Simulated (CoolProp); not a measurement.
The numbers come from the reference Helmholtz-energy equation of state, Lemmon 2006 in CoolProp. It is a short technical equation, of lower accuracy than the large ones.

Problem. Give the vapour pressure (bar), liquid density (kg/m³), enthalpy of vaporisation (kJ/kg), liquid cp (kJ/(kg K)) of saturated nitrous oxide at 257, 261.4, 270.2 K.

Solution. 
```json
[
 {"T (K)": "257", "p (bar)": "20.1", "liquid density (kg/m³)": "982", "enthalpy of vaporisation (kJ/kg)": "269", "liquid cp (kJ/(kg K))": "2.02"},
 {"T (K)": "261.4", "p (bar)": "22.8", "liquid density (kg/m³)": "963", "enthalpy of vaporisation (kJ/kg)": "260", "liquid cp (kJ/(kg K))": "2.08"},
 {"T (K)": "270.2", "p (bar)": "28.9", "liquid density (kg/m³)": "922", "enthalpy of vaporisation (kJ/kg)": "240", "liquid cp (kJ/(kg K))": "2.21"}
]
```
